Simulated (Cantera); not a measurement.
Feed: 1 mol SiCl₄, 0.057 mol HCl, 50 mol H₂, at 80.0 mbar.

Cantera equilibrium calculation (NASA polynomials, part measured and part estimated; ideal gas, pure solids and liquids). Candidate condensed phases: Si; 19 gas species. The tables' values for SiCl are old estimates; treat these amounts as uncertain. Gases not in the tables: Si₂H₆ and higher silanes. The numbers say what is thermodynamically allowed, not how fast it happens.

Question: At 2500 K, list the 5 most abundant gas species with their mole fractions, and the condensed phases.

Answer: H₂ 0.832, H 0.0811, HCl 0.0644, Si 0.0139, Cl 0.00443. Condensed: gas only.
